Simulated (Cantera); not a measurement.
An isothermal, constant-pressure homogeneous reactor starts with 17.3 % CH4, 81.3 % H2O, 1.42 % H2, at 1500 K and 1.09 atm.

Model: GRI-Mech 3.0 (53 species, 325 reactions), integrated in Cantera.

One state of this run: x CH4 = 0.156; x H2O = 0.802; x H2 = 0.0342; x H = 1.56e-6; x C2H2 = 0.00469. x: mole fraction; the columns are a selection and need not sum to one.

Task: Which value of t (s) does it belong to?
A) 0.00162
B) 0.0342
C) 0.0946
D) 0.262

Result: B, 0.0342
